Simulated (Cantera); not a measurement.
Cantera run, input and output.

```python
import numpy as np
import cantera as ct

gas = ct.Solution("gri30.yaml")
gas.TPX = 2350, 8600, {'CH4': 0.004, 'H2': 1, 'CO2': 0.015}
inlet = ct.Reservoir(gas, clone=True)

reactor = ct.IdealGasConstPressureReactor(gas, energy="off", clone=False)
exhaust = ct.Reservoir(gas, clone=True)
tau = [16, 6.2, 2.4, 0.96, 0.38, 0.15, 0.058, 0.023, 0.0089, 0.0035, 0.0014][0]
for a, b in ((inlet, reactor), (reactor, exhaust)):
    ct.MassFlowController(a, b, mdot=lambda t: reactor.mass / tau)
net = ct.ReactorNet([reactor])
show = ['CH4', 'H2', 'CO2', 'O', 'CH2CO', 'CH2O', 'CH3']

rows = []
print(f"{'tau/s':>10s}{'T/K':>9s}" + "".join(f"{s:>11s}" for s in show))
for tau in [16, 6.2, 2.4, 0.96, 0.38, 0.15, 0.058, 0.023, 0.0089, 0.0035, 0.0014]:
    net.initial_time = 0.0
    net.advance(30 * tau)
    before = gas.X
    net.advance(40 * tau)
    drift = np.max(np.abs(gas.X - before) / (gas.X + 1e-9))
    rows.append([gas.T, *gas[show].X, drift])
    print(f"{tau:10.3e}{gas.T:9.1f}" + "".join(f"{x:11.3e}" for x in gas[show].X))
```

Output:

```
     tau/s      T/K        CH4         H2        CO2          O      CH2CO       CH2O        CH3
 1.600e+01   2350.0  4.928e-07  9.302e-01  3.513e-05  2.367e-06  1.415e-11  7.232e-10  4.028e-07
 6.200e+00   2350.0  1.283e-06  9.304e-01  3.526e-05  2.347e-06  3.871e-11  9.507e-10  1.044e-06
 2.400e+00   2350.0  3.392e-06  9.308e-01  3.559e-05  2.297e-06  1.150e-10  1.543e-09  2.731e-06
 9.600e-01   2350.0  8.934e-06  9.318e-01  3.642e-05  2.184e-06  3.847e-10  3.009e-09  7.009e-06
 3.800e-01   2350.0  2.510e-05  9.339e-01  3.872e-05  1.950e-06  1.650e-09  6.784e-09  1.857e-05
 1.500e-01   2350.0  7.311e-05  9.375e-01  4.548e-05  1.592e-06  8.343e-09  1.587e-08  4.846e-05
 5.800e-02   2350.0  1.971e-04  9.418e-01  6.646e-05  1.233e-06  3.514e-08  3.437e-08  1.120e-04
 2.300e-02   2350.0  4.401e-04  9.456e-01  1.277e-04  9.474e-07  8.575e-08  6.309e-08  2.102e-04
 8.900e-03   2350.0  9.030e-04  9.493e-01  3.217e-04  6.709e-07  1.229e-07  1.018e-07  3.506e-04
 3.500e-03   2350.0  1.682e-03  9.535e-01  9.290e-04  4.092e-07  1.058e-07  1.378e-07  5.071e-04
 1.400e-03   2350.0  2.687e-03  9.594e-01  2.828e-03  1.785e-07  5.477e-08  1.418e-07  5.588e-04
```

Model: GRI-Mech 3.0 (53 species, 325 reactions), integrated in Cantera.
